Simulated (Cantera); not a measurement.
An isothermal, constant-pressure homogeneous reactor starts with C3H8 : H2 = 1 : 2.2 (molar parts), at 1525 K and 5500 Pa. Integrator tolerance rtol = 1e-08.

Model: GRI-Mech 3.0 (53 species, 325 reactions), integrated in Cantera. GRI-Mech 3.0 was tuned for natural gas; its chemistry of propane as a main component is partial and can be far from experiment. GRI-Mech 3.0 stops at C3 and has no aromatics, soot or wall deposition, so with more carbon than oxygen in the feed, carbon stays in small species such as C2H2 where larger ones or solid carbon would form.

What does this change do: C3H8 1 to 2 parts?


```tsv
quantity	before	after
x(C3H8) at 2.00 s	3.73e-9 (gas-phase equilibrium 9.38e-11)	4.73e-9 (gas-phase equilibrium 1.06e-10)
x(H2) at 2.00 s	0.676 (gas-phase equilibrium 0.749)	0.613 (gas-phase equilibrium 0.696)
x(C2H2) at 2.00 s	0.212 (gas-phase equilibrium 0.237)	0.269 (gas-phase equilibrium 0.290)
x(C2H) at 2.00 s	3.99e-8 (gas-phase equilibrium 6.10e-8)	5.15e-8 (gas-phase equilibrium 7.74e-8)
x(H) at 2.00 s	5.81e-5 (gas-phase equilibrium 8.79e-5)	5.37e-5 (gas-phase equilibrium 8.47e-5)
x(C2H4) at 2.00 s	0.00208 (gas-phase equilibrium 0.00216)	0.00240 (gas-phase equilibrium 0.00245)
x(C2H6) at 2.00 s	1.89e-5 (gas-phase equilibrium 6.35e-7)	2.22e-5 (gas-phase equilibrium 6.71e-7)
```
